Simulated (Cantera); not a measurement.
A Cantera script and what it prints.

```python
import numpy as np
import cantera as ct

gas_names = """
    Ca CaF CaF2 CaO Ca2 F FO FO2 F2 F2O N NF NF2 NF3 NO NO2 NO3 N2 N2O O O2 O3
""".split()
cond_names = """
    Ca(a) Ca(b) Ca(L) CaF2(a) CaF2(b) CaF2(L) CaO(s) CaO(L)
""".split()


# ... load() reads the species with a 1 bar reference pressure and builds the phases ...
atoms = {
    'CaF2': {'Ca': 1, 'F': 2},
    'O2': {'O': 2},
    'N2': {'N': 2},
}
top_T = {}  # K; cautious upper limits of use, not melting points


# ... equilibrate(T, P, feed) seeds the gas with the atoms and calls Mixture.equilibrate('TP', solver="vcs", rtol=1e-11, max_steps=5000) ...
results = []
feed = {'CaF2': 1, 'O2': 8.4, 'N2': 13}  # mol
T = 1523.15  # K
P = 6100  # Pa
mix = equilibrate(T, P, feed)
results.append((T, P, feed, dict(zip(mix.species_names, mix.species_moles))))
x = sorted(zip(gas.X, gas.species_names), reverse=True)
print(f"T = {T:g} K  P = {P:g} Pa  gas = {mix.phase_moles(0):.4g} mol")
print("   x: " + "  ".join(f"{s} {v:.3e}" for v, s in x if v > 1e-05))
print("   condensed (mol): " + ("  ".join(f"{mix.phase(i).name} {mix.phase_moles(i):.4g}"
      for i in range(1, mix.n_phases) if mix.phase_moles(i) > 1e-12) or "none"))
```

Output:

```
T = 1523.15 K  P = 6100 Pa  gas = 21.4 mol
   x: N2 6.066e-01  O2 3.917e-01  NO 1.639e-03  CaF2 5.804e-05  O 1.401e-05
   condensed (mol): CaF2(b) 0.9988  CaO(s) 5.819e-07
```

Cantera equilibrium calculation (NASA polynomials, part measured and part estimated; ideal gas, pure solids and liquids).
